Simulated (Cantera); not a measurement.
## SiCl4 + N2O (silicon oxide and oxynitride deposition)

A closed system holds: 1 mol SiCl4, 24 mol N2O, at 11.0 mbar.

Equilibrium computed with Cantera from the NASA thermochemical tables; the gas is ideal and each condensed phase is pure. Candidate condensed phases: Si, SiO2, Si2N2O, Si3N4; 23 gas species. The tables hold silica as quartz up to 1696 K and as liquid above; real silica turns to tridymite and cristobalite and melts near 1996 K. Kinetics and transport are ignored.

```csv
T (°C),x N2,x O2,x Cl2,x Cl,x NO,n SiO2(α-quartz),n SiO2(β-quartz)
500,0.649,0.297,0.0540,1.08e-5,1.34e-6,1.00,0
550,0.649,0.297,0.0540,3.48e-5,3.18e-6,1.00,0
600,0.649,0.297,0.0540,9.82e-5,6.82e-6,0,1.00
650,0.649,0.297,0.0539,0.000247,1.35e-5,0,1.00
700,0.648,0.297,0.0538,0.000567,2.49e-5,0,1.00
750,0.648,0.297,0.0534,0.00120,4.32e-5,0,1.00
800,0.648,0.297,0.0528,0.00236,7.13e-5,0,1.00
850,0.647,0.297,0.0518,0.00435,0.000112,0,1.00
900,0.646,0.296,0.0501,0.00756,0.000170,0,1.00
950,0.644,0.295,0.0475,0.0124,0.000249,0,1.00
1000,0.642,0.294,0.0438,0.0194,0.000353,0,1.00
```
x: gas mole fraction; n: condensed amount in mol.

From 500 °C to 550 °C the condensed part is SiO2(α-quartz). From 600 °C to 1000 °C the condensed part is SiO2(β-quartz).
